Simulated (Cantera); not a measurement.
**Premixed flame**

A freely propagating, adiabatic, planar premixed flame of 15.2 % H₂, 17.8 % O₂, 67.0 % N₂, equivalence ratio 0.43, unburnt at 550 K and 1.00 bar; mixture-averaged transport, grid criteria slope 0.08 and curve 0.16, no radiation.

Detailed kinetics in Cantera: the H2/O2 subset of GRI-Mech 3.0, which has no nitrogen chemistry. Burning velocities carry a grid error of a few per cent, more on coarse grids. Lean hydrogen flames are cellular in practice and burn faster than this planar one.

| z (mm) | T (K) | u (m/s) | x H₂ | x O₂ | x H | x OH | x O | x H₂O |
|---|---|---|---|---|---|---|---|---|
| -1.32 | 550 | 1.50 | 0.151 | 0.178 | <1e-8 | <1e-8 | <1e-8 | 5.52e-7 |
| -0.878 | 550 | 1.49 | 0.150 | 0.179 | <1e-8 | <1e-8 | <1e-8 | 8.06e-6 |
| -0.659 | 551 | 1.49 | 0.147 | 0.179 | <1e-8 | <1e-8 | <1e-8 | 5.84e-5 |
| -0.439 | 557 | 1.49 | 0.137 | 0.181 | 1.27e-8 | <1e-8 | 8.68e-8 | 0.000570 |
| -0.220 | 655 | 1.71 | 0.105 | 0.182 | 6.52e-5 | 5.64e-5 | 1.56e-5 | 0.0119 |
| -0.110 | 874 | 2.24 | 0.0738 | 0.172 | 0.00101 | 0.000421 | 0.000296 | 0.0418 |
| 0 | 1145 | 2.91 | 0.0393 | 0.149 | 0.00372 | 0.00156 | 0.00201 | 0.0879 |
| 0.110 | 1345 | 3.41 | 0.0161 | 0.127 | 0.00507 | 0.00347 | 0.00432 | 0.125 |
| 0.220 | 1459 | 3.69 | 0.00690 | 0.117 | 0.00415 | 0.00458 | 0.00490 | 0.142 |
| 0.439 | 1564 | 3.95 | 0.00265 | 0.113 | 0.00193 | 0.00468 | 0.00350 | 0.151 |
| 0.878 | 1629 | 4.10 | 0.00104 | 0.112 | 0.000493 | 0.00345 | 0.00150 | 0.156 |
| 1.76 | 1656 | 4.16 | 0.000326 | 0.113 | 8.41e-5 | 0.00203 | 0.000472 | 0.158 |
| 3.51 | 1666 | 4.18 | 8.99e-5 | 0.113 | 1.24e-5 | 0.00111 | 0.000133 | 0.159 |
x: mole fraction of selected species; z is measured from the peak of heat release.

```json
{
  "laminar_burning_velocity": "150 cm/s",
  "thermal_thickness": "0.439 mm",
  "peak x(H)": "0.00507",
  "peak x(OH)": "0.00482",
  "peak x(O)": "0.00492",
  "grid_points": "106"
}
```
